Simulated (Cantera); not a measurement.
Catalytic stagnation flow on Pt

A jet of 1.53 % CH₄, 12.0 % O₂, 86.4 % N₂ at 300 K and 120 Torr hits a platinum plate 6.9 cm away at a mass flux of 0.15 kg/m²/s; the plate temperature is set and raised in steps from an oxygen-covered start.

Model: Deutschmann's 1995 Pt surface mechanism with GRI-Mech 3.0 gas chemistry, integrated in Cantera. Catalytic surfaces can have several steady states; this one follows from the mechanism file's or the stated starting coverage.

```csv
plate T (K),wall x CH₄,wall x O₂,wall x H₂O,wall x OH,wall x CO,wall x CO₂,θ free Pt,θ O*,θ OH*
900,0.0103,0.110,0.00938,1.66e-8,3.62e-6,0.00613,0.172,0.827,0.000973
950,0.00780,0.104,0.0140,5.42e-8,3.77e-6,0.00916,0.235,0.764,0.00109
1000,0.00577,0.100,0.0177,1.50e-7,3.75e-6,0.0116,0.300,0.699,0.00110
1050,0.00431,0.0970,0.0204,3.66e-7,3.70e-6,0.0134,0.367,0.632,0.00105
1100,0.00331,0.0949,0.0222,8.03e-7,3.70e-6,0.0146,0.432,0.567,0.000966
1150,0.00261,0.0935,0.0234,1.62e-6,3.79e-6,0.0154,0.495,0.504,0.000870
1200,0.00212,0.0925,0.0242,3.05e-6,3.98e-6,0.0159,0.556,0.444,0.000773
1250,0.00174,0.0920,0.0246,5.42e-6,4.68e-6,0.0161,0.612,0.387,0.000679
```
x: mole fraction at the wall; θ: surface coverage.
